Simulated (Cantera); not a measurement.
## Transport properties of process gases

Gas mixture: 34.8 % C2H4, 65.2 % C3H8, at 0.495 Torr, frozen composition.

Cantera's kinetic-theory transport with the Lennard-Jones parameters of GRI-Mech 3.0, ideal gas; thermal conductivity in the multicomponent form. The composition is frozen, though it would react at the higher temperatures.

```
T (K)  ρ (kg/m³)  cp (J/kg/K)  μ (µPa s)  λ (mW/m/K)     Pr  D (cm²/s) C2H2  D (cm²/s) O  D (cm²/s) H
-----  ---------  -----------  ---------  ----------  -----  --------------  -----------  -----------
400     0.000764         2069       11.6        31.3  0.763             265          509         1920
600     0.000510         2819       16.5        60.7  0.765             558         1040         3980
800     0.000382         3380       20.7        91.6  0.765             931         1700         6580
1000    0.000306         3806       24.5         122  0.764            1370         2470         9650
1200    0.000255         4104       27.9         150  0.762            1870         3360        13200
1400    0.000218         4349       31.1         178  0.760            2440         4350        17100
1600    0.000191         4548       34.0         204  0.759            3050         5430        21300
1800    0.000170         4708       36.8         229  0.758            3720         6610        26000
```
D: mixture-averaged diffusion coefficient of that species in the mixture.
